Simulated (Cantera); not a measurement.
A closed system holds: 1 mol C₃H₆, 6.7 mol H₂, equilibrated at 24.0 bar.

Method: chemical equilibrium by Gibbs-energy minimisation in Cantera with the NASA 1993 tables (ideal gas, pure condensed phases). Candidate condensed phases: C, C₆H₆, C₇H₈, C₈H₁₈; 76 gas species. The numbers say what is thermodynamically allowed, not how fast it happens.

Problem. What share of the C ends up in condensed phases as a function of T (K), at 598, 748, 898, 1048, 1198, 1348, 1498, 1648, 1798, 1948, 2098, 2248, 2398?

Solution. 
```
T (K)  C condensed (%)           as
-----  ---------------  -----------
598                0.0            -
748                0.0            -
898                0.0            -
1048               1.2  C(graphite)
1198              39.8  C(graphite)
1348              67.7  C(graphite)
1498              82.9  C(graphite)
1648              90.4  C(graphite)
1798              94.1  C(graphite)
1948              95.9  C(graphite)
2098              96.5  C(graphite)
2248              95.9  C(graphite)
2398              94.0  C(graphite)
```
